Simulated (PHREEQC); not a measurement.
Make-up at 25 °C: 0.3 mol/kgw HCl, 0.0056 mol/kgw Cs2SO4 and 0.0048 mol/kgw MgSO4. Closed to the air; pH follows from the charge balance.

Equilibrium calculation in PHREEQC: ion-association model, wateq4f.dat.

Precipitation was switched off in this run.

Order these S species by the share of S that they hold, largest first: SO4-2, MgSO4, HSO4-.

HSO4- (88 %), SO4-2 (11 %), MgSO4 (0.89 %)

The pH is 0.64 and the ionic strength 0.317 mol/kgw.
